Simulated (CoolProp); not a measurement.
The numbers come from the reference Helmholtz-energy equation of state, Platzer 1990 in CoolProp. This equation is an older, rougher fit; its heat capacities, sound speeds and derivatives of the liquid may be far off and weren't checked against measurements.

Q: Give the vapour pressure (MPa), liquid density (kg/m³), liquid conductivity (mW/(m K)) of saturated CF4 (R14) at -108.25, -91.05 °C.

A: 
```tsv
T (°C)	p (MPa)	liquid density (kg/m³)	liquid conductivity (mW/(m K))
-108.25	0.339	1490	80.7
-91.05	0.770	1380	67.9
```

Thermal conductivity comes from a separate model (Huber 2003), an estimate that may be off by 10 % or more.
